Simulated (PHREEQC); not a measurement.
Solution (25 °C): 40 mmol/kgw ZnCl2, 1.2 mmol/kgw Na2SO4 and 2.1 mmol/kgw H2SO4. Closed to the air; pH follows from the charge balance.

The numbers come from PHREEQC with the ion-association model, phreeqc.dat.

```csv
quantity,before,after
pH,2.49,2.32
ionic strength (mol/kgw),0.118,0.119
SO4-2 (mol/kgw),0.00150,0.00193
HSO4- (mol/kgw),0.000217,0.000411
NaSO4- (mol/kgw),6.33e-6,8.10e-6
```

Problem. What was changed between the two runs?
A) H2SO4 from 0.0021 to 0.00315 mol/kgw
B) temperature from 25 to 85 °C
C) temperature from 25 to 90 °C
D) Na2SO4 replaced by NaAlO2 at the same molality
E) diluted 10-fold with water

Solution. A, H2SO4 from 0.0021 to 0.00315 mol/kgw

No solid was allowed to form.
